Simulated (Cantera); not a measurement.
Charge: 1 mol ZrO2, 14 mol H2, 2.7 mol H2O, equilibrated at 2.10 mbar.

These are equilibrium values from Cantera (NASA tables, ideal gas, pure condensed phases), not measurements of a reactor. Candidate condensed phases: H2O, Zr, ZrO2; 12 gas species. Kinetics and transport are ignored. All values below are at 2073 K.

Base state: H2 0.791, H2O 0.156, H 0.0511, OH 0.00115, O 5.31e-5 (mole fractions); condensed: ZrO2(tetragonal).

What changes in the equilibrium state with this change: ZrO2 replaced by Ta2O5?


```tsv
species	before	after
H2	0.791	0.791
H2O	0.156	0.156
H	0.0511	0.0511
TaO2	0	0.000186
O	5.31e-5	5.31e-5
OH	0.00115	0.00115
ZrO2(tetragonal), mol	1.000	0
Ta2O5(l), mol	0	0.998
```
Further candidate phases: Ta, Ta2O5.
